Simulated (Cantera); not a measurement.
## Stirred combustor or abatement burner

A perfectly stirred reactor is fed with 4.52 % CH4, 20.1 % O2, 75.4 % N2, equivalence ratio 0.45, at 0.300 bar; it is adiabatic with a 523 K inlet, and is followed from long to short residence time, starting on the burning branch (τ in s: 0.026, 0.0096, 0.0035, 0.0013, 0.00046, 0.00017, 6.1e-05, 2.2e-05, 8.1e-06).

Detailed kinetics in Cantera: GRI-Mech 3.0 (53 species, 325 reactions).

```tsv
τ (s)	T (K)	x CH4	x O2	x O	x NO	x CH2CO	x CH3	x HCN
0.026	1533	6.30e-5	0.110	0.000935	1.81e-6	3.23e-9	6.30e-6	1.71e-9
0.0096	1510	0.000123	0.111	0.00158	1.68e-6	6.94e-9	1.08e-5	3.46e-9
0.0035	1468	0.000272	0.112	0.00236	1.49e-6	1.91e-8	2.03e-5	7.24e-9
0.0013	1396	0.000786	0.116	0.00256	8.45e-7	9.38e-8	4.82e-5	1.54e-8
0.00046	523	0.0452	0.201	<1e-12	<1e-12	<1e-12	<1e-12	<1e-12
0.00017	523	0.0452	0.201	<1e-12	<1e-12	<1e-12	<1e-12	<1e-12
6.1e-5	523	0.0452	0.201	<1e-12	<1e-12	<1e-12	<1e-12	<1e-12
2.2e-5	523	0.0452	0.201	<1e-12	<1e-12	<1e-12	<1e-12	<1e-12
8.1e-6	523	0.0452	0.201	<1e-12	<1e-12	<1e-12	<1e-12	<1e-12
```
x: mole fraction; the columns are a selection and need not sum to one.
